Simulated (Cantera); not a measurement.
An isothermal, constant-pressure homogeneous reactor starts with N₂O = 1 (molar parts), at 1300 K and 1.00 bar.

Detailed kinetics in Cantera: GRI-Mech 3.0 (53 species, 325 reactions). GRI-Mech 3.0 was tuned for natural gas; its chemistry of N2O as a main component is partial and can be far from experiment. The mechanism lacks the step 2 NO + O2 → 2 NO2, which can matter for NO2 below about 1400 K. The temperature is held fixed by assumption; the heat of reaction is taken as removed at once.

One state of this run: x N₂O = 0.278; x NO = 0.0635; x O = 4.22e-6; x NO₂ = 0.000590; x O₂ = 0.208; x N₂ = 0.449. x: mole fraction; the columns are a selection and need not sum to one.

### Question
Which value of t (s) does it belong to?
A. 0.00163
B. 0.0571
C. 0.338
D. 0.0315

### Answer
C, 0.338
